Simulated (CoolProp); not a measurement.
The fluid at 293.15 K and 0.412 MPa (stagnation) flows isentropically through a choked orifice. The same conditions are run with several fluids, on thermodynamics alone (safety and materials aside).

Model: reference Helmholtz-energy equation of state of each fluid (propane: Lemmon 2009; hydrogen sulfide: Lemmon 2006; dry air: Lemmon 2000; propylene: Lemmon 2013), in CoolProp. Blends and air are pseudo-pure fits.

### Question
Rank propane, hydrogen sulfide, dry air, propylene by throat to inlet pressure ratio, highest first.

### Answer
propane (0.583), propylene (0.577), hydrogen sulfide (0.542), dry air (0.528)

```tsv
fluid	mass flux (kg/(m² s))	throat temperature (K)
propane	1140	273.5
hydrogen sulfide	1050	251.7
dry air	974	244.0
propylene	1120	270.9
```
